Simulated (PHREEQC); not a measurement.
1 kg of water holding 0.13 mol KCl meets 20 L of dry gas (CH4 1 by moles) at fixed total pressure, at 50 °C; fugacities by Peng-Robinson. The gases take part in no redox reaction, some water evaporates into the gas, and hydrates or a liquid gas phase aren't modelled. Precipitation was switched off in this run.

The numbers come from PHREEQC with the ion-association model, phreeqc.dat.

```
P (atm)  dissolved CH4 (mol/kgw)  φ of CH4
-------  -----------------------  --------
2                        0.00199     0.997
5                        0.00513         …
10                        0.0102     0.983
20                        0.0200     0.967
30                        0.0292     0.951
40                        0.0379     0.936
50                        0.0462     0.922
75                        0.0648         …
100                       0.0811     0.860
150                        0.108     0.813
200                        0.130     0.780
300                        0.165         …
400                        0.193     0.735
```

Problem. Some entries are withheld; supply them.

Solution. 
- 5, φ of CH4: 0.992
- 75, φ of CH4: 0.889
- 300, φ of CH4: 0.743

Away from 25 °C the constants follow the database's enthalpies or fits; those with neither stay at their 25 °C values.
